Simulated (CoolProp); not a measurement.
Saturated liquid density (kg/m³) of hydrogen sulfide: the reference equation beside estimates from Tc = 373.1 K, pc = 89.99 bar, ω = 0.101. Rackett uses Z = 0.29056 − 0.08775 ω.

Computed with CoolProp (reference Helmholtz-energy equation of state, Lemmon 2006). It is a short technical equation, of lower accuracy than the large ones.

```tsv
T (K)	reference	Rackett	van der Waals	Soave-Redlich-Kwong	Peng-Robinson
293.4	786.9	792.8	517.8	745.3	845.2
296.9	778.3	784.6	512.1	735.3	834.0
300.4	769.5	776.2	506.3	725.1	822.4
303.9	760.5	767.6	500.4	714.5	810.4
307.4	751.3	758.8	494.3	703.7	798.0
310.9	741.8	749.8	488.1	692.5	785.2
314.4	732.0	740.5	481.6	680.9	772.0
317.9	721.9	730.9	475.0	668.9	758.2
321.4	711.5	721.1	468.1	656.5	744.0
324.9	700.7	710.8	461.0	643.7	729.1
328.4	689.4	700.2	453.6	630.3	713.7
331.9	677.7	689.2	445.9	616.4	697.5
335.4	665.4	677.6	437.8	601.8	680.6
```

Absolute difference from the reference over all 13 rows, mean and median: Rackett 1.2 and 1.2 %, van der Waals 34.2 and 34.2 %, Soave-Redlich-Kwong 7.2 and 7.0 %, Peng-Robinson 5.2 and 5.5 %.
